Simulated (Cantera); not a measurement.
An isothermal, constant-pressure homogeneous reactor starts with 58.8 % N₂O, 41.2 % N₂, at 1125 K and 100000 Pa.

Cantera simulation using GRI-Mech 3.0 (53 species, 325 reactions); the numbers are that mechanism's predictions, not measurements. GRI-Mech 3.0 was tuned for natural gas; its chemistry of N2O as a main component is partial and can be far from experiment. The mechanism lacks the step 2 NO + O2 → 2 NO2, which can matter for NO2 below about 1400 K. The temperature is held fixed by assumption; the heat of reaction is taken as removed at once.

x: mole fraction; the columns are a selection and need not sum to one.

| t (s) | x N₂O | x N₂ | x O₂ | x NO | x NO₂ | x O |
|---|---|---|---|---|---|---|
| 2.00e-5 | 0.588 | 0.412 | 3.34e-7 | 5.55e-8 | <1e-12 | 3.85e-7 |
| 0.000132 | 0.588 | 0.412 | 4.08e-6 | 6.77e-7 | 1.19e-11 | 4.93e-7 |
| 0.000865 | 0.588 | 0.412 | 2.94e-5 | 4.87e-6 | 6.15e-10 | 4.93e-7 |
| 0.00569 | 0.588 | 0.412 | 0.000196 | 3.24e-5 | ? | 4.93e-7 |
| 0.0374 | 0.585 | 0.414 | 0.00128 | 0.000212 | ? | 4.92e-7 |
| 0.246 | 0.565 | 0.425 | 0.00824 | 0.00135 | ? | 4.83e-7 |
| 1.62 | 0.458 | 0.488 | 0.0466 | 0.00737 | ? | 4.29e-7 |
| 10.6 | 0.158 | 0.665 | 0.155 | 0.0211 | ? | 2.20e-7 |
| 70.0 | 0.00221 | 0.759 | 0.214 | 0.0237 | ? | 6.48e-9 |

Question: Fill in the missing entries.

Answer: 
- 0.00569, x NO₂: 2.63e-8
- 0.0374, x NO₂: 9.07e-7
- 0.246, x NO₂: 1.44e-5
- 1.62, x NO₂: 9.33e-5
- 10.6, x NO₂: 0.000277
- 70.0, x NO₂: 0.000420
